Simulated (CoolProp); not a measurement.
Vapour pressure (MPa) of cyclohexane: the reference equation beside estimates from Tc = 553.6 K, pc = 4.081 MPa, ω = 0.209.

Model: reference Helmholtz-energy equation of state, Zhou 2014, in CoolProp.

```tsv
T (K)	reference	van der Waals	Redlich-Kwong
376.1	0.1888	0.7010	0.2758
386.3	0.2445	0.8049	0.3474
396.5	0.3117	0.9184	0.4316
406.7	0.3920	1.042	0.5295
416.9	0.4870	1.176	0.6422
427.1	0.5981	1.320	0.7708
437.3	0.7270	1.475	0.9164
447.5	0.8753	1.641	1.080
457.7	1.045	1.818	1.262
467.9	1.237	2.007	1.465
```

Absolute difference from the reference over all 10 rows, mean and median: van der Waals 145.0 and 131.1 %, Redlich-Kwong 31.1 and 30.4 %.
